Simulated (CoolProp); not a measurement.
Vapour-liquid equilibrium of ethylbenzene (1) + m-xylene (2) at 499.3 K; x and y are mole fractions of (1).

Model: multi-fluid Helmholtz-energy mixture model, Zhou 2012 and Zhou 2012; pair parameters Bell 2016, in CoolProp.

```
x     bubble pressure (MPa)  y at the bubble point  dew pressure at overall composition x (MPa)  liquid density (mol/L)
----  ---------------------  ---------------------  -------------------------------------------  ----------------------
0.05                 0.6655                  0.052                                       0.6654                   6.195
0.15                 0.6691                  0.156                                       0.6689                   6.196
0.25                 0.6726                  0.258                                       0.6723                   6.197
0.35                 0.6759                  0.359                                       0.6756                   6.199
0.45                 0.6792                  0.459                                       0.6789                   6.201
0.55                 0.6823                  0.559                                       0.6820                   6.203
0.65                 0.6852                  0.658                                       0.6850                   6.206
0.75                 0.6879                  0.756                                       0.6878                   6.209
0.85                 0.6905                  0.854                                       0.6904                   6.212
0.95                 0.6929                  0.951                                       0.6929                   6.216
```

No azeotrope shows between x = 0.05 and 0.95.

Pair parameters are fitted to limited data, so mixtures are less certain than the pure fluids.
